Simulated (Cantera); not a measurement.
Cantera run, input and output.

```python
import numpy as np
import cantera as ct

gas = ct.Solution("gri30.yaml")
gas.TPX = 950, 1300000, {'CO': 1, 'H2': 0.31, 'CH4': 0.57, 'O2': 0.855, 'N2': 3.21}
reactor = ct.IdealGasConstPressureReactor(gas, energy="on", clone=False)
net = ct.ReactorNet([reactor])
net.rtol, net.atol = 1e-08, 1e-16
show = ['CO', 'H2', 'CH4', 'O2', 'N2O']
times = np.geomspace(2e-06, 10, 12)

steps = ct.SolutionArray(gas, extra=["t"])
rows = []
print(f"{'t/s':>10s}{'T/K':>9s}{'P/Pa':>11s}" + "".join(f"{s:>11s}" for s in show))
for t in times:
    while net.time < t:
        t_next = net.step()
        steps.append(gas.state, t=t_next)
    rows.append([np.interp(t, steps.t, y) for y in (steps.T, steps.P, *steps(*show).X.T)])
    print(f"{t:10.3e}{rows[-1][0]:9.1f}{rows[-1][1]:11.4g}" + "".join(f"{x:11.3e}" for x in rows[-1][2:]))
rate = np.gradient(steps.T, steps.t)
print("integrator steps:", len(steps.t))
if steps.T.max() > steps.T[0] + 200:
    print(f"time of steepest temperature rise: {steps.t[rate.argmax()]:.4e} s")
gas.TPX = 950, 1300000, {'CO': 1, 'H2': 0.31, 'CH4': 0.57, 'O2': 0.855, 'N2': 3.21}
gas.equilibrate("HP")
print(f"equilibrium (HP): T = {gas.T:.1f} K  " + "  ".join(f"{s} {gas[s].X[0]:.3e}" for s in show))
```

Output:

```
       t/s      T/K       P/Pa         CO         H2        CH4         O2        N2O
 2.000e-06    950.0    1.3e+06  1.682e-01  5.214e-02  9.588e-02  1.438e-01  1.531e-16
 8.129e-06    950.0    1.3e+06  1.682e-01  5.214e-02  9.588e-02  1.438e-01  6.719e-16
 3.304e-05    950.0    1.3e+06  1.682e-01  5.214e-02  9.588e-02  1.438e-01  2.899e-15
 1.343e-04    950.0    1.3e+06  1.682e-01  5.214e-02  9.588e-02  1.438e-01  1.365e-14
 5.458e-04    950.0    1.3e+06  1.682e-01  5.214e-02  9.588e-02  1.438e-01  9.039e-14
 2.218e-03    950.3    1.3e+06  1.682e-01  5.212e-02  9.588e-02  1.438e-01  1.601e-12
 9.016e-03    963.9    1.3e+06  1.675e-01  5.144e-02  9.567e-02  1.428e-01  5.752e-11
 3.664e-02   2251.2    1.3e+06  2.021e-01  9.925e-02  2.574e-09  3.406e-07  2.533e-09
 1.489e-01   2251.2    1.3e+06  2.021e-01  9.925e-02  2.571e-09  3.407e-07  2.368e-09
 6.053e-01   2251.2    1.3e+06  2.021e-01  9.925e-02  2.571e-09  3.407e-07  2.368e-09
 2.460e+00   2251.2    1.3e+06  2.021e-01  9.925e-02  2.571e-09  3.407e-07  2.368e-09
 1.000e+01   2251.2    1.3e+06  2.021e-01  9.925e-02  2.571e-09  3.407e-07  2.368e-09
integrator steps: 2471
time of steepest temperature rise: 1.5034e-02 s
equilibrium (HP): T = 2251.2 K  CO 2.021e-01  H2 9.925e-02  CH4 2.828e-09  O2 3.407e-07  N2O 2.368e-09
```

Computed with Cantera and GRI-Mech 3.0 (53 species, 325 reactions). The pressure lies above the range GRI-Mech 3.0 was tuned for (to about 10 atm). Below about 1000 K GRI-Mech 3.0 lacks low-temperature oxidation paths.
